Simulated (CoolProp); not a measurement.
Computed with CoolProp (reference Helmholtz-energy equation of state, Akasaka 2024).

**Question.** For R1132(E), give the phase and the density (kg/m³), isothermal compressibility (1/MPa), expansivity (1/kK), fugacity coefficient at 345.3 K and 31.1 bar; 361.7 K and 31.1 bar.

**Answer.** 
- 345.3 K and 31.1 bar: gas; density 94.4, isothermal compressibility 0.473, expansivity 8.04, fugacity coefficient 0.789
- 361.7 K and 31.1 bar: gas; density 84.2, isothermal compressibility 0.425, expansivity 6.12, fugacity coefficient 0.821
